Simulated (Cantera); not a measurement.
Charge: 1 mol Al(CH₃)₃, 46 mol N₂, held at 650 °C and 0.100 bar.

Equilibrium computed with Cantera from the NASA thermochemical tables; the gas is ideal and each condensed phase is pure. Candidate condensed phases: Al, AlN, C, C₆H₆, C₇H₈, C₈H₁₈; 97 gas species. The feed counts by its element totals alone. Rates play no part.

Base state: N₂ 0.910, H₂ 0.0896, CH₄ 0.000187 (mole fractions); condensed: AlN(s) + C(graphite).

Q: What changes in the equilibrium state with this change: temperature from 650 °C to 1850 °C?

A: 
```
species            before     after
----------------  -------  --------
N₂                  0.910     0.900
H₂                 0.0896    0.0838
HCN               3.89e-7   0.00638
Al                  <1e-9   0.00614
H                   <1e-9   0.00328
HNC                 <1e-9  0.000448
AlN(s), mol          1.00     0.683
C(graphite), mol     2.99      2.64
```
